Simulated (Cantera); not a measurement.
# Thermodynamics of abatement and gas-phase synthesis, feed SO2 + H2 + O2

Feed: 1 mol SO2, 0.058 mol H2, 1.2 mol O2, equilibrated at 2273.15 K.

Equilibrium computed with Cantera from the NASA thermochemical tables; the gas is ideal and each condensed phase is pure. Candidate condensed phases: H2O, H2SO4, S; 19 gas species. The ideal-gas law is rough above about 30 bar. Equilibrium is a limit: real reactors are often held back by kinetics, nucleation or transport.

From 0.0750 Torr to 225000 Torr nothing is condensed.

| P (Pa) | log p O2 | log p SO2 | log p O | log p SO | log p H2O | log p H | log p SO3 | log p OH |
|---|---|---|---|---|---|---|---|---|
| 10 | -4.46 | -4.53 | -4.60 | -5.18 | -6.58 | -5.63 | -9.30 | -5.92 |
| 84 | -3.42 | -3.49 | -4.08 | -4.66 | -5.04 | -5.12 | -7.74 | -4.89 |
| 710 | -2.45 | -2.52 | -3.60 | -4.17 | -3.90 | -4.79 | -6.29 | -4.07 |
| 6000 | -1.51 | -1.58 | -3.13 | -3.70 | -2.89 | -4.52 | -4.88 | -3.33 |
| 50000 | -0.58 | -0.65 | -2.66 | -3.24 | -1.93 | -4.27 | -3.49 | -2.62 |
| 420000 | 0.34 | 0.27 | -2.20 | -2.78 | -0.99 | -4.03 | -2.10 | -1.92 |
| 3600000 | 1.27 | 1.20 | -1.74 | -2.32 | -0.04 | -3.79 | -0.70 | -1.21 |
| 30000000 | 2.19 | 2.12 | -1.28 | -1.86 | 0.89 | -3.56 | 0.67 | -0.52 |
log p: log10 of the partial pressure in bar; nothing condenses.
